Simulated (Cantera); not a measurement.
An isothermal, constant-pressure homogeneous reactor starts with NO : N2 = 1 : 3.4 (molar parts), at 1850 K and 0.474 atm. Integrator tolerance rtol = 1e-08.

Cantera simulation using GRI-Mech 3.0 (53 species, 325 reactions); the numbers are that mechanism's predictions, not measurements.

Question: What does this change do: NO 1 to 1.4 parts?

Answer: 
| quantity | before | after |
|---|---|---|
| x(NO) at 2.00 s | 0.189 (gas-phase equilibrium 0.00380) | 0.232 (gas-phase equilibrium 0.00423) |
| x(O) at 2.00 s | 4.15e-5 (gas-phase equilibrium 9.36e-5) | 5.12e-5 (gas-phase equilibrium 0.000106) |
| x(O2) at 2.00 s | 0.0188 (gas-phase equilibrium 0.112) | 0.0295 (gas-phase equilibrium 0.144) |
| x(N2O) at 2.00 s | 1.50e-5 (gas-phase equilibrium 1.59e-7) | 2.23e-5 (gas-phase equilibrium 1.74e-7) |
| x(N2) at 2.00 s | 0.792 (gas-phase equilibrium 0.884) | 0.738 (gas-phase equilibrium 0.852) |

Question: What does this change do: pressure from 0.474 atm to 1.00 atm?

Answer: 
```
quantity                                           before                                    after
----------------  ---------------------------------------  ---------------------------------------
x(NO) at 2.00 s     0.189 (gas-phase equilibrium 0.00380)    0.160 (gas-phase equilibrium 0.00380)
x(O) at 2.00 s    4.15e-5 (gas-phase equilibrium 9.36e-5)  3.66e-5 (gas-phase equilibrium 6.44e-5)
x(O2) at 2.00 s      0.0188 (gas-phase equilibrium 0.112)     0.0334 (gas-phase equilibrium 0.112)
x(N2O) at 2.00 s  1.50e-5 (gas-phase equilibrium 1.59e-7)  1.11e-5 (gas-phase equilibrium 2.32e-7)
x(N2) at 2.00 s       0.792 (gas-phase equilibrium 0.884)      0.806 (gas-phase equilibrium 0.884)
```
